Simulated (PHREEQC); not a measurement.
Solution (25 °C): 8.1 mmol/kgw HF, 21 mmol/kgw CsF and 150 mmol/kgw H2SO4. Closed to the air; pH follows from the charge balance.

All values are PHREEQC results (ion-association model, wateq4f.dat), not measurements.

Precipitation was switched off in this run.

Question: Order these F species by the share of F that they hold, largest first: HF2-, F-, HF, H2F2.

Answer: HF (87 %), H2F2 (12 %), F- (0.70 %), HF2- (0.14 %)

The pH is 0.91 and the ionic strength 0.202 mol/kgw. Species that the database lacks are ignored. wateq4f.dat counts part of the HF as a dimer, H2F2, which phreeqc.dat doesn't know; its constant is uncertain.
